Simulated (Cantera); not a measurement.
Cantera run:

```python
import numpy as np
import cantera as ct

gas_names = """
    C CH CH2 CH3 CH2OH CH3O CH4 CH3OH CO CO2 COOH C2 C2H CHCO,ketyl C2H2,acetylene C2H2,vinylidene
    CH2CO,ketene C2H3,vinyl CH3CO,acetyl C2H4 C2H4O,ethylen CH3CHO,ethanal CH3COOH (HCOOH)2 C2H5 C2H6
    CH3OCH3 C2H5OH C2O C3 C3H3,propargyl C3H4,allene C3H4,propyne C3H4,cyclo- C3H5,allyl C3H6,propylene
    C3H6,cyclo- C3H6O C3H7,n-propyl C3H7,i-propyl C3H8 C3H8O,1propanol C3H8O,2propanol C3O2 C4 C4H2
    C4H4,1,3-cyclo- C4H6,butadiene C4H6,2-butyne C4H6,cyclo- C4H8,1-butene C4H8,cis2-buten
    C4H8,tr2-butene C4H8,isobutene C4H8,cyclo- (CH3COOH)2 C4H9,n-butyl C4H9,i-butyl C4H9,s-butyl
    C4H9,t-butyl C4H10,isobutane C4H10,n-butane C5 C5H6,1,3cyclo- C5H8,cyclo- C5H10,1-pentene
    C5H10,cyclo- C5H11,pentyl C5H11,t-pentyl C5H12,n-pentane C5H12,i-pentane CH3C(CH3)2CH3 C6H2
    C6H5,phenyl C6H5O,phenoxy C6H6 C6H5OH,phenol C6H10,cyclo- C6H12,1-hexene C6H12,cyclo- C6H13,n-hexyl
    C7H7,benzyl C7H8 C7H8O,cresol C7H14,1-heptene C7H15,n-heptyl C7H16,n-heptane C8H8,styrene
    C8H10,ethylbenz C8H16,1-octene C8H17,n-octyl C8H18,isooctane C8H18,n-octane C9H19,n-nonyl
    C10H8,naphthale C10H21,n-decyl C12H9,o-bipheny C12H10,bipheny H HCO HO2 H2 HCHO,formaldehy HCOOH H2O
    H2O2 Mg MgH MgO MgOH MgO2H2 Mg2 O OH O2 O3
""".split()
cond_names = """
    C(gr) C6H6(L) C7H8(L) C8H18(L),n-octa H2O(s) H2O(L) Mg(cr) Mg(L) MgCO3(s) MgO(s) MgO(L) MgO2H2(s)
""".split()


def load(file, names, dense=False):
    # The tables refer to 1 bar. Condensed volumes are neglected.
    table = {s.name: s for s in ct.Species.list_from_file(file)}
    out = []
    for n in names:
        d = dict(table[n].input_data)
        d["thermo"] = dict(d["thermo"], **{"reference-pressure": 1e5})
        if dense:
            d["equation-of-state"] = {"model": "constant-volume", "density": "1e6 g/cm^3"}
        out.append(ct.Species.from_dict(d))
    return out


gas = ct.Solution(thermo="ideal-gas", species=load("nasa_gas.yaml", gas_names))
cond = {s.name: ct.Solution(thermo="fixed-stoichiometry", species=[s], name=s.name)
        for s in load("nasa_condensed.yaml", cond_names, dense=True)}
atoms = {
    'Mg(OH)2': {'Mg': 1, 'O': 2, 'H': 2},
    'C': {'C': 1},
    'H2': {'H': 2},
}
top_T = {'C(gr)': 4500}  # K; cautious upper limits of use, not melting points


def equilibrate(T, P, feed):
    n = {}
    for name, mol in feed.items():
        for a, k in atoms[name].items():
            n[a] = n.get(a, 0.0) + k * mol
    gas.TPX = T, P, n
    mass = sum(n.values()) * gas.mean_molecular_weight
    gas.equilibrate("TP")
    valid = [c for c in cond.values() if c.min_temp <= T <= top_T.get(c.name, c.max_temp)]
    mix = ct.Mixture([(gas, mass / gas.mean_molecular_weight)] + [(c, 0.0) for c in valid])
    mix.T, mix.P = T, P
    mix.equilibrate("TP", solver="vcs", rtol=1e-11, max_steps=5000)
    return mix


results = []
T = 1973.15  # K
P = 133.322  # Pa
for m in [0.0084, 0.017, 0.035, 0.072, 0.15, 0.3, 0.61, 1.2]:
    feed = {'Mg(OH)2': 1, 'C': m, 'H2': 1}  # mol
    mix = equilibrate(T, P, feed)
    results.append((T, P, feed, dict(zip(mix.species_names, mix.species_moles))))

top = {s: max(r[3][s] / sum(r[3][g] for g in gas_names) for r in results) for s in gas_names}
cols = sorted((s for s in top if top[s] > 0.0001), key=lambda s: -top[s])[:6]
seen = [c for c in cond_names if any(r[3].get(c, 0) > 1e-12 for r in results)]
print("log10 of partial pressures in bar; condensed amounts in mol")
print(f"{'n(C)':>10s}" + "".join(f"{s[:9]:>10s}" for s in cols + seen))
for T, P, feed, n in results:
    ng = sum(n[g] for g in gas_names)
    print(f"{feed['C']:10.4g}" + "".join(f"{np.log10(max(n[s] / ng * P / 1e5, 1e-99)):10.3f}" for s in cols)
          + "".join(f"{n.get(c, 0):10.4g}" for c in seen))
```

Result:

```
log10 of partial pressures in bar; condensed amounts in mol
      n(C)        H2       H2O        CO        Mg         H       CO2    MgO(s)
    0.0084    -3.200    -3.188    -5.353    -5.000    -4.470    -5.992    0.9843
     0.017    -3.198    -3.194    -5.047    -4.991    -4.468    -5.695    0.9839
     0.035    -3.193    -3.207    -4.734    -4.974    -4.466    -5.400    0.9831
     0.072    -3.184    -3.233    -4.423    -4.938    -4.462    -5.124    0.9813
      0.15    -3.168    -3.291    -4.110    -4.865    -4.454    -4.884    0.9771
       0.3    -3.146    -3.406    -3.822    -4.727    -4.442    -4.734    0.9663
      0.61    -3.125    -3.679    -3.551    -4.433    -4.432    -4.758    0.9241
       1.2    -3.174    -4.286    -3.361    -3.875    -4.457    -5.124    0.6384
```

Cantera equilibrium calculation (NASA polynomials, part measured and part estimated; ideal gas, pure solids and liquids). The tables' values for MgH are old estimates; treat these amounts as uncertain.
